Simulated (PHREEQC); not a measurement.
0.1 mol of Cerargyrite (AgCl) is brought to equilibrium with 1 kg of water, with rising amounts of Na2SO4, at 25 °C. Oxygen is held at 0.21 atm. No CO2 enters from the air. Solids allowed: Cerargyrite, Ag2O, Ag2SO4, Halite, Mirabilite. Others were left out.

Model: ion-association model, wateq4f.dat, run in PHREEQC.

```
Na2SO4 added (mol)    pH  dissolved Ag (mol/kgw)  dissolved Cl (mol/kgw)  SO4-2 (mol/kgw)  AgSO4- (mol/kgw)  NaSO4- (mol/kgw)
------------------  ----  ----------------------  ----------------------  ---------------  ----------------  ----------------
0                   7.00                 1.37e-5                 1.37e-5                0                 0                 0
0.0208              7.12                 1.82e-5                 1.82e-5           0.0191           2.51e-6           0.00167
0.0417              7.17                 1.99e-5                 1.99e-5           0.0366           3.96e-6           0.00508
0.0625              7.20                 2.11e-5                 2.11e-5           0.0530           5.05e-6           0.00950
0.0833              7.22                 2.20e-5                 2.20e-5           0.0686           5.93e-6            0.0147
0.104               7.23                 2.27e-5                 2.27e-5           0.0835           6.67e-6            0.0205
0.125               7.25                 2.33e-5                 2.33e-5           0.0980           7.32e-6            0.0270
0.146               7.26                 2.38e-5                 2.38e-5            0.112           7.88e-6            0.0339
0.167               7.27                 2.42e-5                 2.42e-5            0.126           8.39e-6            0.0413
0.188               7.28                 2.46e-5                 2.46e-5            0.139           8.83e-6            0.0491
0.208               7.28                 2.49e-5                 2.49e-5            0.151           9.22e-6            0.0568
0.229               7.29                 2.51e-5                 2.51e-5            0.164           9.59e-6            0.0653
0.25                7.30                 2.54e-5                 2.54e-5            0.176           9.92e-6            0.0742
```
